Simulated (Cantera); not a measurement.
What does this Cantera script print?

```python
import numpy as np
import cantera as ct

gas_names = """
    CL CL2 H HCL H2 Si SiCL SiCL2 SiCL3 SiCL4 SiH SiHCL3 SiH2 SiH2CL2 SiH3 SiH3CL SiH4 Si2 Si3
""".split()
cond_names = """
    Si(cr) Si(L)
""".split()


# ... load() reads the species with a 1 bar reference pressure and builds the phases ...
atoms = {
    'SiHCl3': {'Si': 1, 'H': 1, 'CL': 3},
    'HCl': {'H': 1, 'CL': 1},
    'H2': {'H': 2},
}
top_T = {}  # K; cautious upper limits of use, not melting points


# ... equilibrate(T, P, feed) seeds the gas with the atoms and calls Mixture.equilibrate('TP', solver="vcs", rtol=1e-11, max_steps=5000) ...
results = []
feed = {'SiHCl3': 1, 'HCl': 4.6, 'H2': 110}  # mol
P = 71000  # Pa
for T in [800, 875, 950, 1025, 1100, 1175, 1250, 1325, 1400, 1475, 1550]:
    mix = equilibrate(T, P, feed)
    results.append((T, P, feed, dict(zip(mix.species_names, mix.species_moles))))
    x = sorted(zip(gas.X, gas.species_names), reverse=True)
    print(f"T = {T:g} K  P = {P:g} Pa  gas = {mix.phase_moles(0):.4g} mol")
    print("   x: " + "  ".join(f"{s} {v:.3e}" for v, s in x if v > 1e-05))
    print("   condensed (mol): " + ("  ".join(f"{mix.phase(i).name} {mix.phase_moles(i):.4g}"
          for i in range(1, mix.n_phases) if mix.phase_moles(i) > 1e-12) or "none"))
```

Result:

```
T = 800 K  P = 71000 Pa  gas = 115.6 mol
   x: H2 9.600e-01  HCL 3.138e-02  SiCL4 8.417e-03  SiHCL3 2.328e-04
   condensed (mol): none
T = 875 K  P = 71000 Pa  gas = 115.6 mol
   x: H2 9.597e-01  HCL 3.169e-02  SiCL4 8.108e-03  SiHCL3 5.374e-04
   condensed (mol): none
T = 950 K  P = 71000 Pa  gas = 115.6 mol
   x: H2 9.591e-01  HCL 3.222e-02  SiCL4 7.588e-03  SiHCL3 1.036e-03  SiH2CL2 1.435e-05  SiCL3 1.109e-05
   condensed (mol): none
T = 1025 K  P = 71000 Pa  gas = 115.6 mol
   x: H2 9.583e-01  HCL 3.301e-02  SiCL4 6.839e-03  SiHCL3 1.707e-03  SiCL3 4.925e-05  SiH2CL2 4.726e-05
   condensed (mol): none
T = 1100 K  P = 71000 Pa  gas = 115.6 mol
   x: H2 9.572e-01  HCL 3.411e-02  SiCL4 5.869e-03  SiHCL3 2.429e-03  SiCL3 1.647e-04  SiH2CL2 1.205e-04  SiCL2 6.433e-05
   condensed (mol): none
T = 1175 K  P = 71000 Pa  gas = 115.7 mol
   x: H2 9.556e-01  HCL 3.572e-02  SiCL4 4.668e-03  SiHCL3 2.945e-03  SiCL3 4.199e-04  SiCL2 3.691e-04  SiH2CL2 2.382e-04
   condensed (mol): none
T = 1250 K  P = 71000 Pa  gas = 115.8 mol
   x: H2 9.531e-01  HCL 3.822e-02  SiCL4 3.242e-03  SiHCL3 2.876e-03  SiCL2 1.371e-03  SiCL3 7.878e-04  SiH2CL2 3.473e-04  SiH3CL 1.164e-05
   condensed (mol): none
T = 1325 K  P = 71000 Pa  gas = 116 mol
   x: H2 9.499e-01  HCL 4.146e-02  SiCL2 3.242e-03  SiHCL3 2.136e-03  SiCL4 1.821e-03  SiCL3 1.042e-03  SiH2CL2 3.595e-04  SiH3CL 1.711e-05
   condensed (mol): none
T = 1400 K  P = 71000 Pa  gas = 116.3 mol
   x: H2 9.471e-01  HCL 4.433e-02  SiCL2 5.256e-03  SiHCL3 1.229e-03  SiCL3 1.003e-03  SiCL4 8.129e-04  SiH2CL2 2.797e-04  SiH3CL 1.830e-05
   condensed (mol): none
T = 1475 K  P = 71000 Pa  gas = 116.4 mol
   x: H2 9.453e-01  HCL 4.610e-02  SiCL2 6.684e-03  SiCL3 7.835e-04  SiHCL3 6.063e-04  SiCL4 3.125e-04  SiH2CL2 1.847e-04  SiH3CL 1.643e-05  H 1.497e-05
   condensed (mol): none
T = 1550 K  P = 71000 Pa  gas = 116.5 mol
   x: H2 9.444e-01  HCL 4.701e-02  SiCL2 7.492e-03  SiCL3 5.574e-04  SiHCL3 2.853e-04  SiCL4 1.155e-04  SiH2CL2 1.149e-04  H 3.632e-05  SiH3CL 1.372e-05
   condensed (mol): none
```

Equilibrium computed with Cantera from the NASA thermochemical tables; the gas is ideal and each condensed phase is pure. The tables' values for SiCl3 are old estimates; treat these amounts as uncertain.
